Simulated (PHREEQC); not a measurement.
Solution (20 °C): 0.098 mol/kgw NiSO4, 0.00026 mol/kgw KCl and 0.67 mol/kgw NiCl2. Closed to the air; pH follows from the charge balance.

Computed with PHREEQC (ion-association model, wateq4f.dat).

Task: The ionic strength comes out as 1.14 mol/kgw. What activity coefficients do K+, NiCl+, KSO4-, Ni(SO4)2-2, NiOH+ get?

Result: K+ 0.59, NiCl+ 0.82, KSO4- 0.65, Ni(SO4)2-2 0.44, NiOH+ 0.82.

Precipitation was switched off in this run. Caution: at this ionic strength the ion-association model is outside its range; a Pitzer model would be the better tool where its parameters exist. Species that the database lacks are ignored.
